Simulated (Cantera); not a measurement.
Feed: 1 mol Si₃N₄, 36 mol HCl, 49 mol H₂, at 100000 Pa.

Cantera equilibrium calculation (NASA polynomials, part measured and part estimated; ideal gas, pure solids and liquids). Candidate condensed phases: NH₄Cl, Si, Si₃N₄; 28 gas species. The tables' values for SiCl₃, SiCl are old estimates; treat these amounts as uncertain. Rates play no part.

x: gas mole fraction; nothing condenses.

```tsv
T (K)	x H₂	x HCl	x SiCl₂	x N₂	x SiCl₄	x SiCl₃	x SiHCl₃
1475	0.638	0.303	0.00492	0.0236	0.0208	0.00548	0.00413
1525	0.632	0.309	0.00811	0.0235	0.0165	0.00672	___
1575	0.625	0.316	0.0119	0.0234	0.0123	0.00750	___
1625	0.619	0.322	0.0158	0.0233	0.00872	0.00771	___
1675	0.614	0.328	0.0195	0.0233	0.00589	0.00743	___
1725	0.610	0.332	0.0225	0.0232	0.00386	0.00682	___
1775	0.607	0.335	0.0250	0.0231	0.00249	0.00606	___
1825	0.605	0.337	0.0269	0.0231	0.00160	0.00529	___
1875	0.603	0.339	0.0284	0.0231	0.00103	0.00456	___
```

**Question.** Some entries are withheld; supply them.

**Answer.** 
- 1525, x SiHCl₃: 0.00381
- 1575, x SiHCl₃: 0.00326
- 1625, x SiHCl₃: 0.00261
- 1675, x SiHCl₃: 0.00199
- 1725, x SiHCl₃: 0.00147
- 1775, x SiHCl₃: 0.00106
- 1825, x SiHCl₃: 0.000764
- 1875, x SiHCl₃: 0.000549
